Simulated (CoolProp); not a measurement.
Saturation properties of R1234yf (Tc = 94.7 °C, pc = 3384 kPa, ω = 0.276).

The numbers come from the reference Helmholtz-energy equation of state, Lemmon 2022 in CoolProp.

| T (°C) | p (kPa) | vapour density (kg/m³) | liquid cp (kJ/(kg K)) |
|---|---|---|---|
| 1.95 | 337.3 | 18.79 | 1.306 |
| 6.15 | 387.2 | 21.50 | 1.320 |
| 10.25 | 441.1 | 24.44 | 1.334 |
| 14.35 | 500.4 | 27.70 | 1.349 |
| 18.55 | 567.3 | 31.40 | 1.366 |
| 22.65 | 638.8 | 35.40 | 1.383 |
| 26.75 | 716.8 | 39.84 | 1.402 |
| 30.85 | 801.8 | 44.74 | 1.422 |

It boils at -29.5 °C under 1 atm.
